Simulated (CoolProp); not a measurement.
Saturated liquid density (kg/m³) of nitrous oxide: the reference equation beside estimates from Tc = 309.5 K, pc = 7245 kPa, ω = 0.161. Rackett uses Z = 0.29056 − 0.08775 ω.

Computed with CoolProp (reference Helmholtz-energy equation of state, Lemmon 2006). It is a short technical equation, of lower accuracy than the large ones.

| T (K) | reference | Rackett | van der Waals | Redlich-Kwong | Soave-Redlich-Kwong | Peng-Robinson |
|---|---|---|---|---|---|---|
| 235.1 | 1068 | 1055 | 668.2 | 955.7 | 981.0 | 1113 |
| 241.6 | 1044 | 1032 | 653.2 | 928.7 | 954.6 | 1083 |
| 248 | 1019 | 1008 | 637.6 | 900.6 | 926.9 | 1052 |
| 254.5 | 992.5 | 982.8 | 620.9 | 870.5 | 896.8 | 1018 |
| 260.9 | 965.0 | 956.4 | 603.4 | 838.9 | 865.0 | 981.3 |
| 267.4 | 935.3 | 927.7 | 584.3 | 804.6 | 830.2 | 941.3 |
| 273.8 | 903.7 | 897.2 | 564.0 | 768.1 | 792.8 | 898.1 |
| 280.3 | 868.7 | 863.1 | 541.3 | 727.6 | 750.9 | 849.4 |
| 286.7 | 830.2 | 825.4 | 516.4 | 683.4 | 704.7 | 795.4 |

Absolute difference from the reference over all 9 rows, mean and median: Rackett 0.9 and 0.9 %, van der Waals 37.5 and 37.5 %, Redlich-Kwong 13.5 and 13.1 %, Soave-Redlich-Kwong 10.9 and 10.4 %, Peng-Robinson 2.6 and 2.6 %.
